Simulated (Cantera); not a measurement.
Cantera run:

```python
import numpy as np
import cantera as ct

gas_names = """
    H HO2 H2 H2O H2O2 O OH O2 O3 Si SiH SiH2 SiH3 SiH4 SiO SiO2 Si2 Si3
""".split()
cond_names = """
    H2O(s) H2O(L) Si(cr) Si(L) SiO2(Lqz) SiO2(hqz) SiO2(L)
""".split()


# ... load() reads the species with a 1 bar reference pressure and builds the phases ...
atoms = {
    'SiO2': {'Si': 1, 'O': 2},
    'Si': {'Si': 1},
    'H2': {'H': 2},
}
top_T = {}  # K; cautious upper limits of use, not melting points


# ... equilibrate(T, P, feed) seeds the gas with the atoms and calls Mixture.equilibrate('TP', solver="vcs", rtol=1e-11, max_steps=5000) ...
results = []
T = 1575  # K
P = 1000  # Pa
for m in [0.026, 0.039, 0.059, 0.091, 0.14, 0.21, 0.32, 0.49, 0.75, 1.1]:
    feed = {'SiO2': 1, 'Si': 0.0084, 'H2': m}  # mol
    mix = equilibrate(T, P, feed)
    results.append((T, P, feed, dict(zip(mix.species_names, mix.species_moles))))

top = {s: max(r[3][s] / sum(r[3][g] for g in gas_names) for r in results) for s in gas_names}
cols = sorted((s for s in top if top[s] > 0.0001), key=lambda s: -top[s])[:6]
seen = [c for c in cond_names if any(r[3].get(c, 0) > 1e-12 for r in results)]
print("log10 of partial pressures in bar; condensed amounts in mol")
print(f"{'n(H2)':>10s}" + "".join(f"{s[:9]:>10s}" for s in cols + seen))
for T, P, feed, n in results:
    ng = sum(n[g] for g in gas_names)
    print(f"{feed['H2']:10.4g}" + "".join(f"{np.log10(max(n[s] / ng * P / 1e5, 1e-99)):10.3f}" for s in cols)
          + "".join(f"{n.get(c, 0):10.4g}" for c in seen))
```

It prints:

```
log10 of partial pressures in bar; condensed amounts in mol
     n(H2)        H2       SiO         H    Si(cr) SiO2(hqz)
     0.026    -2.092    -2.722    -5.427  0.005353     0.997
     0.039    -2.092    -2.722    -5.427  0.003829    0.9954
     0.059    -2.092    -2.722    -5.427  0.001485    0.9931
     0.091    -2.074    -2.807    -5.418         0    0.9916
      0.14    -2.049    -2.970    -5.406         0    0.9916
      0.21    -2.034    -3.130    -5.398         0    0.9916
      0.32    -2.022    -3.302    -5.393         0    0.9916
      0.49    -2.015    -3.479    -5.389         0    0.9916
      0.75    -2.010    -3.658    -5.386         0    0.9916
       1.1    -2.007    -3.820    -5.385         0    0.9915
```

These are equilibrium values from Cantera (NASA tables, ideal gas, pure condensed phases), not measurements of a reactor. Mutual solubility and eutectic melting of coexisting phases are not modelled. The tables hold silica as quartz up to 1696 K and as liquid above; real silica turns to tridymite and cristobalite and melts near 1996 K.
